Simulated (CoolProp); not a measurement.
Dodecamethylpentasiloxane (MD3M) along the isobar 0.101 MPa: density (kg/m³) from the reference equation and from simpler models built on Tc = 354.9 °C, pc = 0.9540 MPa, ω = 0.730; each cubic takes its own stable root.

Model: reference Helmholtz-energy equation of state, Thol 2019, in CoolProp.

```
T (°C)   phase  reference
------  ------  ---------
45.25   liquid      850.5
61.15   liquid      835.1
77.15   liquid      819.5
93.05   liquid      803.9
109.05  liquid      788.0
124.95  liquid      771.9
140.85  liquid      755.6
156.85  liquid      738.8
172.75  liquid      721.6
188.75  liquid      703.7
204.65  liquid      685.3
```

**Question.** How far does each simpler model (van der Waals, Redlich-Kwong, Soave-Redlich-Kwong) lie from the reference over these 11 states: mean and median of the absolute difference, and the worst?

**Answer.** 
- van der Waals: mean 74.4 %, median 98.3 %, worst -98.5 % at 204.65 °C and 0.101 MPa
- Redlich-Kwong: mean 34.0 %, median 19.7 %, worst -98.4 % at 204.65 °C and 0.101 MPa
- Soave-Redlich-Kwong: mean 12.4 %, median 12.0 %, worst -14.5 % at 45.25 °C and 0.101 MPa

At some of these states van der Waals, Redlich-Kwong gives the other phase, because its saturation line lies elsewhere.
